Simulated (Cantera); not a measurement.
Charge: 1 mol SiF4, 6.2 mol N2O, 1.5 mol N2, held at 1525 K and 0.000280 bar.

These are equilibrium values from Cantera (NASA tables, ideal gas, pure condensed phases), not measurements of a reactor. Candidate condensed phases: Si, SiO2, Si2N2O, Si3N4; 28 gas species. Equilibrium is a limit: real reactors are often held back by kinetics, nucleation or transport.

Base state: N2 0.652, O2 0.262, SiF4 0.0847, NO 0.00140, O 0.000173, F 2.33e-5 (mole fractions); condensed: gas only.

What changes in the equilibrium state with this change: 0.51 mol H2 added?


| species | before | after |
|---|---|---|
| N2 | 0.652 | 0.625 |
| O2 | 0.262 | 0.230 |
| HF | 0 | 0.0826 |
| SiF4 | 0.0847 | 0.0606 |
| H2O | 0 | 0.000104 |
| OH | 0 | 2.47e-5 |
| SiO2(β-quartz), mol | 0 | 0.254 |
The tables hold silica as quartz up to 1696 K and as liquid above; real silica turns to tridymite and cristobalite and melts near 1996 K. Further candidate phases: H2O.
